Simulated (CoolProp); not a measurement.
m-xylene along the isotherm 620 K: fugacity coefficient from the reference equation and from simpler models built on Tc = 616.9 K, pc = 3.535 MPa, ω = 0.326; each cubic takes its own stable root.

The numbers come from the reference Helmholtz-energy equation of state, Zhou 2012 in CoolProp.

```json
[
 {"p (MPa)": "0.112", "phase": "gas", "reference": "0.9887"},
 {"p (MPa)": "0.199", "phase": "gas", "reference": "0.9799"},
 {"p (MPa)": "0.353", "phase": "gas", "reference": "0.9644"},
 {"p (MPa)": "0.629", "phase": "gas", "reference": "0.9369"},
 {"p (MPa)": "1.12", "phase": "gas", "reference": "0.8887"},
 {"p (MPa)": "1.99", "phase": "gas", "reference": "0.8049"},
 {"p (MPa)": "3.53", "phase": "gas", "reference": "0.6547"},
 {"p (MPa)": "6.29", "phase": "supercritical", "reference": "0.4213"},
 {"p (MPa)": "11.2", "phase": "supercritical", "reference": "0.2879"},
 {"p (MPa)": "19.9", "phase": "supercritical", "reference": "0.2223"},
 {"p (MPa)": "35.3", "phase": "supercritical", "reference": "0.2099"}
]
```

Problem. How far does each simpler model (van der Waals, Redlich-Kwong, Soave-Redlich-Kwong, Peng-Robinson) lie from the reference over these 11 states: mean and median of the absolute difference, and the worst?

Solution. 
- van der Waals: mean 15.9 %, median 3.9 %, worst +78.5 % at 620 K and 35.3 MPa
- Redlich-Kwong: mean 5.2 %, median 1.4 %, worst +20.8 % at 620 K and 35.3 MPa
- Soave-Redlich-Kwong: mean 5.5 %, median 1.5 %, worst +21.6 % at 620 K and 35.3 MPa
- Peng-Robinson: mean 1.1 %, median 0.6 %, worst +3.2 % at 620 K and 19.9 MPa
